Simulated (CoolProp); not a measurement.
Vapour-liquid equilibrium of propane (1) + R114 (2) at 318 K; x and y are mole fractions of (1).

Values from CoolProp's multi-fluid Helmholtz-energy mixture model, Lemmon 2009 and Platzer 1990; pair parameters Bell 2016. This equation is an older, rougher fit; its heat capacities, sound speeds and derivatives of the liquid may be far off and weren't checked against measurements.

| x | bubble pressure, mixture model (MPa) | bubble pressure, Raoult's law (MPa) | y, mixture model | y, Raoult's law |
|---|---|---|---|---|
| 0.05 | 0.4617 | 0.4452 | [?] | 0.172 |
| 0.15 | 0.5988 | 0.5593 | 0.408 | 0.410 |
| 0.25 | [?] | 0.6734 | 0.546 | 0.568 |
| 0.35 | 0.8409 | 0.7875 | [?] | 0.680 |
| 0.45 | 0.9507 | 0.9016 | 0.716 | 0.763 |
| 0.55 | 1.056 | 1.016 | 0.777 | 0.828 |
| 0.65 | [?] | 1.130 | [?] | 0.880 |
| 0.75 | 1.262 | 1.244 | 0.880 | 0.922 |
| 0.85 | 1.367 | 1.358 | 0.928 | 0.957 |
| 0.95 | [?] | 1.472 | 0.976 | 0.987 |

Problem. Complete the blanks.

Solution. 
- 0.05, y, mixture model: 0.182
- 0.25, bubble pressure, mixture model (MPa): 0.7244
- 0.35, y, mixture model: 0.642
- 0.65, bubble pressure, mixture model (MPa): 1.159
- 0.65, y, mixture model: 0.830
- 0.95, bubble pressure, mixture model (MPa): 1.474

The largest gap from Raoult's law is +7.6 % in bubble pressure, at x = 0.25. No azeotrope shows between x = 0.05 and 0.95.

The pair parameters rest on a limited set of measurements; away from them the model extrapolates.
